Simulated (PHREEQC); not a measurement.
# Copper plating or etch bath: speciation

A solution holds 0.058 mol CuCl2, 0.00021 mol H2SO4 and 0.00012 mol NaCl per kg of water, at 45 °C. Closed to the air; pH follows from the charge balance.

Computed with PHREEQC (ion-association model, wateq4f.dat).

The pH is 3.47 and the ionic strength comes out as 0.151 mol/kgw. The total alkalinity is -0.420 meq/kg.

```
species     molality  activity   log γ
----------  --------  --------  ------
Cl-            0.104    0.0756  -0.139
Cu+2          0.0464    0.0159  -0.464
CuCl+         0.0111   0.00813  -0.136
H+          0.000422  0.000339  -0.095
CuCl2       0.000390  0.000404   0.015
Na+         0.000120   9.01e-5  -0.124
CuSO4       0.000110  0.000113   0.015
SO4-2        9.82e-5   3.06e-5  -0.506
HSO4-        2.18e-6   1.61e-6  -0.130
Cu2(OH)2+2   1.94e-6   6.18e-7  -0.496
CuOH+        6.41e-7   4.69e-7  -0.136
CuCl3-       2.07e-7   1.51e-7  -0.136
NaSO4-       2.06e-8   1.56e-8  -0.121
```

Precipitation was switched off in this run. Away from 25 °C the constants follow the database's enthalpies or fits; those with neither stay at their 25 °C values.
